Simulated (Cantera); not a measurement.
Input: 1 mol trisilylamine, 0.84 mol NH3, at 1800 K and 290 Pa.

Cantera equilibrium calculation (NASA polynomials, part measured and part estimated; ideal gas, pure solids and liquids). Candidate condensed phases: Si, Si3N4; 18 gas species. The feed counts by its element totals alone. Gases not in the tables: Si2H6 and higher silanes. Rates play no part.

Base state: H2 0.856, N2 0.137, H 0.00615, Si 0.00110, SiH 6.22e-5, SiH2 2.56e-5, Si2N 1.56e-5 (mole fractions); condensed: Si(l).

Question: What changes in the equilibrium state with this change: temperature from 1800 K to 1873 K?

Answer: 
| species | before | after |
|---|---|---|
| H2 | 0.856 | 0.849 |
| N2 | 0.137 | 0.137 |
| H | 0.00615 | 0.0110 |
| Si | 0.00110 | 0.00304 |
| Si2 | 6.62e-6 | 2.27e-5 |
| SiH | 6.22e-5 | 0.000141 |
| Si(l), mol | 2.99 | 2.98 |
The tables' values for SiN are old estimates; treat these amounts as uncertain.
